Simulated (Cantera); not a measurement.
An isothermal, constant-pressure homogeneous reactor starts with NO : N₂ = 1 : 0.51 (molar parts), at 1725 K and 760 Torr.

Cantera simulation using GRI-Mech 3.0 (53 species, 325 reactions); the numbers are that mechanism's predictions, not measurements.

One state of this run: x NO = 0.537; x NO₂ = 0.000890; x N₂O = 0.000113; x O₂ = 0.0618; x N₂ = 0.400; x O = 1.53e-5. x: mole fraction; the columns are a selection and need not sum to one.

Q: Which value of t (s) does it belong to?
A) 4.16
B) 0.000866
C) 1.44
D) 0.00721

A: C, 1.44
